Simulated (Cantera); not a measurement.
Feed: 1 mol Cr, 3.2 mol H₂O, 25 mol N₂, held at 1.00 mbar.

Method: chemical equilibrium by Gibbs-energy minimisation in Cantera with the NASA 1993 tables (ideal gas, pure condensed phases). Candidate condensed phases: Cr, CrN, Cr₂N, Cr₂O₃, H₂O; 29 gas species. Rates play no part.

### Question
What share of the Cr ends up in condensed phases as a function of T (°C), at 1327, 1402, 1477, 1552, 1627, 1702, 1777, 1852, 1927, 2002, 2077?

### Answer
| T (°C) | Cr condensed (%) | as |
|---|---|---|
| 1327 | 100.0 | Cr₂O₃(s) |
| 1402 | 100.0 | Cr₂O₃(s) |
| 1477 | 99.9 | Cr₂O₃(s) |
| 1552 | 99.7 | Cr₂O₃(s) |
| 1627 | 98.4 | Cr₂O₃(s) |
| 1702 | 94.0 | Cr₂O₃(s) |
| 1777 | 79.7 | Cr₂O₃(s) |
| 1852 | 38.2 | Cr₂O₃(s) |
| 1927 | 0.0 | - |
| 2002 | 0.0 | - |
| 2077 | 0.0 | - |
